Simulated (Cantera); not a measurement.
A closed system holds: 1 mol SiO₂, 0.39 mol C, 5.2 mol H₂, 5.2 mol CH₄, held at 12.0 Pa.

Method: chemical equilibrium by Gibbs-energy minimisation in Cantera with the NASA 1993 tables (ideal gas, pure condensed phases). Candidate condensed phases: C, C₆H₆, C₇H₈, C₈H₁₈, H₂O, Si, SiC, SiO₂; 123 gas species. The numbers say what is thermodynamically allowed, not how fast it happens.

Question: At 2000 K, list the 7 most abundant gas species with their mole fractions, and the condensed phases.

Answer: H₂ 0.746, H 0.128, CO 0.103, Si 0.0199, SiO 0.000959, SiC₂ 0.000824, C₂H₂ (acetylene) 0.000573. Condensed: C(graphite) + SiC(s).
